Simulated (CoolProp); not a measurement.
Computed with CoolProp (reference Helmholtz-energy equation of state, Thol 2018).

Problem. For hydrogen chloride, give the phase and the cp (kJ/(kg K)) at 483.8 K and 386 kPa; 483.8 K and 602 kPa; 483.8 K and 937 kPa.

Solution. 
- 483.8 K and 386 kPa: gas; cp 0.809
- 483.8 K and 602 kPa: gas; cp 0.813
- 483.8 K and 937 kPa: gas; cp 0.819
